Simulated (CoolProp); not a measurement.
A single-stage vapour-compression cycle with n-perfluorobutane: evaporating at 269.15 K (dew point), condensing at 324.15 K (bubble point), superheat 0 K, subcooling 2 K, compressor efficiency 0.8, no pressure losses. Each further row changes one setting.

Model: reference Helmholtz-energy equation of state, Gao 2022, in CoolProp.

```json
[
 {"case": "as stated", "cooling COP": "___", "pressure ratio": "6.10", "discharge temperature (K)": "324.2", "refrigerating effect (kJ/kg)": "37.6", "volumetric capacity (kJ/m³)": "391"},
 {"case": "evaporating temperature 274.15 K", "cooling COP": "___", "pressure ratio": "___", "discharge temperature (K)": "324.2", "refrigerating effect (kJ/kg)": "___", "volumetric capacity (kJ/m³)": "___"},
 {"case": "condensing temperature 319.15 K", "cooling COP": "2.56", "pressure ratio": "5.33", "discharge temperature (K)": "319.2", "refrigerating effect (kJ/kg)": "43.5", "volumetric capacity (kJ/m³)": "453"},
 {"case": "subcooling 7 K", "cooling COP": "___", "pressure ratio": "6.10", "discharge temperature (K)": "324.2", "refrigerating effect (kJ/kg)": "43.5", "volumetric capacity (kJ/m³)": "453"},
 {"case": "superheat 10 K", "cooling COP": "2.30", "pressure ratio": "6.10", "discharge temperature (K)": "324.2", "refrigerating effect (kJ/kg)": "___", "volumetric capacity (kJ/m³)": "___"},
 {"case": "compressor efficiency 0.7", "cooling COP": "1.82", "pressure ratio": "6.10", "discharge temperature (K)": "324.2", "refrigerating effect (kJ/kg)": "37.6", "volumetric capacity (kJ/m³)": "391"}
]
```

Problem. What belongs in the gaps?

Solution. 
- as stated, cooling COP: 2.08
- evaporating temperature 274.15 K, cooling COP: 2.54
- evaporating temperature 274.15 K, pressure ratio: 4.99
- evaporating temperature 274.15 K, refrigerating effect (kJ/kg): 41.5
- evaporating temperature 274.15 K, volumetric capacity (kJ/m³): 522
- subcooling 7 K, cooling COP: 2.41
- superheat 10 K, refrigerating effect (kJ/kg): 46.0
- superheat 10 K, volumetric capacity (kJ/m³): 459

The compression ends wet for: as stated; evaporating temperature 274.15 K; condensing temperature 319.15 K; subcooling 7 K; superheat 10 K; compressor efficiency 0.7.
